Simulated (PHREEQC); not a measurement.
Solution (90 °C): 6 mol/kgw HCl and 0.42 mol/kgw KCl. Closed to the air; pH follows from the charge balance.

Equilibrium calculation in PHREEQC: Pitzer model, pitzer.dat.

No solid was allowed to form.

Task: Predict the pH, density.

Result: pH -1.91; density 1.068 g/cm³.

In brines, pH and single-ion activities rest on the MacInnes convention. Away from 25 °C the constants follow the database's enthalpies or fits; those with neither stay at their 25 °C values.
